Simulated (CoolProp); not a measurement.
Vapour-liquid equilibrium of CH2F2 (R32) (1) + R236EA (2) at 10.25 °C; x and y are mole fractions of (1).

Values from CoolProp's multi-fluid Helmholtz-energy mixture model, Tillner-Roth 1997 and Rui 2013; pair parameters Bell 2016.

| x | bubble pressure (bar) | y at the bubble point | dew pressure at overall composition x (bar) | liquid density (mol/L) |
|---|---|---|---|---|
| 0.05 | 1.581 | 0.270 | 1.250 | 9.962 |
| 0.15 | 2.398 | 0.555 | 1.381 | 10.56 |
| 0.25 | 3.266 | 0.702 | 1.543 | 11.22 |
| 0.35 | 4.177 | 0.792 | 1.748 | 11.95 |
| 0.45 | 5.130 | 0.852 | 2.014 | 12.76 |
| 0.55 | 6.124 | 0.895 | 2.376 | 13.67 |
| 0.65 | 7.161 | 0.927 | 2.895 | 14.69 |
| 0.75 | 8.243 | 0.953 | 3.698 | 15.86 |
| 0.85 | 9.374 | 0.975 | 5.100 | 17.19 |
| 0.95 | 10.55 | 0.992 | 8.086 | 18.72 |

No azeotrope shows between x = 0.05 and 0.95.

The pair parameters rest on a limited set of measurements; away from them the model extrapolates.
